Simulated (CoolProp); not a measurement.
Saturation properties of R125.

Model: reference Helmholtz-energy equation of state, Lemmon 2005, in CoolProp.

```
T (°C)  p (bar)  enthalpy of vaporisation (kJ/kg)  surface tension (mN/m)  liquid viscosity (µPa s)  vapour viscosity (µPa s)
------  -------  --------------------------------  ----------------------  ------------------------  ------------------------
-77.75   0.1809                             179.3                    18.2                       689                      8.43
-69.65   0.3074                             175.3                    16.9                       591                      8.79
-61.55   0.4978                             171.2                    15.7                       513                      9.13
-53.45   0.7729                             167.0                    14.4                       448                      9.48
-45.35    1.157                             162.6                    13.2                       394                      9.83
-37.25    1.676                             158.0                    12.1                       348                      10.2
-29.15    2.361                             153.2                    10.9                       309                      10.5
-21.05    3.243                             148.1                    9.77                       275                      10.9
-12.95    4.356                             142.7                    8.66                       245                      11.3
-4.85     5.735                             136.9                    7.57                       218                      11.6
3.25      7.421                             130.6                    6.52                       195                      12.1
11.35     9.452                             123.7                    5.49                       173                      12.5
19.45     11.87                             116.1                    4.50                       153                      13.1
```

It boils at -48.1 °C under 1 atm.

Viscosity comes from a separate model (Huber 2006). Surface tension comes from a separate correlation (Mulero 2012).
